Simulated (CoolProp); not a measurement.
Vapour-liquid equilibrium of R142b (1) + R113 (2) at 30.8 kPa; x and y are mole fractions of (1).

Model: multi-fluid Helmholtz-energy mixture model, Lemmon 2006 and Marx 1992; pair parameters Bell 2016, in CoolProp.

```tsv
x	bubble temperature (°C)	y at the bubble point	dew temperature at overall composition x (°C)	liquid density (mol/L)
0.05	5.8	0.386	___	8.696
0.15	-7.2	0.703	12.3	9.101
0.25	-14.9	0.823	___	9.463
0.35	-20.0	0.882	6.9	9.812
0.45	-23.6	___	___	10.16
0.55	-26.5	0.939	-0.1	10.52
0.65	___	0.956	-4.4	___
0.75	-30.7	0.970	___	11.30
0.85	-32.5	0.982	-17.0	11.73
0.95	-34.3	___	-27.9	12.19
```

Problem. What belongs in the gaps?

Solution. 
- 0.05, dew temperature at overall composition x (°C): 14.7
- 0.25, dew temperature at overall composition x (°C): 9.7
- 0.45, y at the bubble point: 0.916
- 0.45, dew temperature at overall composition x (°C): 3.6
- 0.65, bubble temperature (°C): -28.7
- 0.65, liquid density (mol/L): 10.90
- 0.75, dew temperature at overall composition x (°C): -9.8
- 0.95, y at the bubble point: 0.994

No azeotrope shows between x = 0.05 and 0.95.

Pair parameters are fitted to limited data, so mixtures are less certain than the pure fluids.
